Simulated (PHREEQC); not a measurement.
1 kg of water holding 0.0045 mol/kgw Na2CO3, 0.08 mol/kgw NaCl, 0.056 mol/kgw KCl, 0.014 mol/kgw Na2B4O7 and 0.16 mol/kgw Na2SO4 is evaporated at 25 °C; the solids stay in contact with the brine. The system is closed to CO2. The run lets Arcanite, Burkeite, Glaserite, Halite, Kalicinite, Mirabilite, Misenite, Nahcolite, Natron, Sylvite, Thenardite, Trona, Borax, Boric_acid,s, KB5O8:4H2O, K2B4O7:4H2O, NaBO2:4H2O, NaB5O8:5H2O, Teepleite precipitate or redissolve, and no other solid.

Computed with PHREEQC (Pitzer model, pitzer.dat).

```json
[
 {"water left (kg)": "1", "ionic strength": "0.654", "water activity": "0.988", "Thenardite (mol)": "0", "Mirabilite (mol)": "0", "Borax (mol)": "0", "Glaserite (mol)": "0"},
 {"water left (kg)": "0.8219", "ionic strength": "0.796", "water activity": "0.985", "Thenardite (mol)": "0", "Mirabilite (mol)": "0", "Borax (mol)": "0", "Glaserite (mol)": "0"},
 {"water left (kg)": "0.6756", "ionic strength": "0.969", "water activity": "0.982", "Thenardite (mol)": "0", "Mirabilite (mol)": "0", "Borax (mol)": "0", "Glaserite (mol)": "0"},
 {"water left (kg)": "0.5553", "ionic strength": "1.18", "water activity": "0.979", "Thenardite (mol)": "0", "Mirabilite (mol)": "0", "Borax (mol)": "0", "Glaserite (mol)": "0"},
 {"water left (kg)": "0.4565", "ionic strength": "1.44", "water activity": "?", "Thenardite (mol)": "0", "Mirabilite (mol)": "0", "Borax (mol)": "0", "Glaserite (mol)": "0"},
 {"water left (kg)": "0.3753", "ionic strength": "1.75", "water activity": "0.970", "Thenardite (mol)": "0", "Mirabilite (mol)": "0", "Borax (mol)": "0", "Glaserite (mol)": "0"},
 {"water left (kg)": "0.3086", "ionic strength": "2.13", "water activity": "0.964", "Thenardite (mol)": "0", "Mirabilite (mol)": "0", "Borax (mol)": "0", "Glaserite (mol)": "0"},
 {"water left (kg)": "0.2538", "ionic strength": "2.59", "water activity": "0.957", "Thenardite (mol)": "0", "Mirabilite (mol)": "0", "Borax (mol)": "0", "Glaserite (mol)": "0"},
 {"water left (kg)": "0.2087", "ionic strength": "3.16", "water activity": "0.948", "Thenardite (mol)": "0", "Mirabilite (mol)": "0", "Borax (mol)": "0", "Glaserite (mol)": "0"},
 {"water left (kg)": "0.1715", "ionic strength": "3.83", "water activity": "0.937", "Thenardite (mol)": "0", "Mirabilite (mol)": "0", "Borax (mol)": "0.00136", "Glaserite (mol)": "0"},
 {"water left (kg)": "0.1408", "ionic strength": "4.62", "water activity": "0.924", "Thenardite (mol)": "0", "Mirabilite (mol)": "0", "Borax (mol)": "0.00374", "Glaserite (mol)": "0"},
 {"water left (kg)": "0.1156", "ionic strength": "5.59", "water activity": "0.907", "Thenardite (mol)": "0", "Mirabilite (mol)": "0", "Borax (mol)": "0.00561", "Glaserite (mol)": "0"},
 {"water left (kg)": "0.09487", "ionic strength": "6.78", "water activity": "0.884", "Thenardite (mol)": "0", "Mirabilite (mol)": "0", "Borax (mol)": "0.00708", "Glaserite (mol)": "0"},
 {"water left (kg)": "0.07783", "ionic strength": "8.23", "water activity": "0.855", "Thenardite (mol)": "0", "Mirabilite (mol)": "0", "Borax (mol)": "0.00824", "Glaserite (mol)": "0"},
 {"water left (kg)": "0.05932", "ionic strength": "?", "water activity": "0.821", "Thenardite (mol)": "0", "Mirabilite (mol)": "0.0249", "Borax (mol)": "0.00953", "Glaserite (mol)": "0.000881"},
 {"water left (kg)": "0.05184", "ionic strength": "9.69", "water activity": "0.805", "Thenardite (mol)": "?", "Mirabilite (mol)": "0.00261", "Borax (mol)": "0.0101", "Glaserite (mol)": "0.00364"},
 {"water left (kg)": "0.04283", "ionic strength": "9.32", "water activity": "0.794", "Thenardite (mol)": "0.0664", "Mirabilite (mol)": "0", "Borax (mol)": "0.0108", "Glaserite (mol)": "0.00604"},
 {"water left (kg)": "0.03506", "ionic strength": "?", "water activity": "?", "Thenardite (mol)": "0.0901", "Mirabilite (mol)": "0", "Borax (mol)": "0.0114", "Glaserite (mol)": "0.00794"},
 {"water left (kg)": "0.02868", "ionic strength": "?", "water activity": "0.753", "Thenardite (mol)": "?", "Mirabilite (mol)": "0", "Borax (mol)": "0.0119", "Glaserite (mol)": "0.00924"},
 {"water left (kg)": "0.02342", "ionic strength": "8.88", "water activity": "0.723", "Thenardite (mol)": "0.120", "Mirabilite (mol)": "0", "Borax (mol)": "0.0122", "Glaserite (mol)": "0.0101"}
]
```

Question: Some entries are withheld; supply them.

Answer: 
- 0.4565, water activity: 0.975
- 0.05932, ionic strength: 9.40
- 0.05184, Thenardite (mol): 0.0347
- 0.03506, ionic strength: 8.99
- 0.03506, water activity: 0.777
- 0.02868, ionic strength: 8.81
- 0.02868, Thenardite (mol): 0.108

Species that the database lacks are ignored.
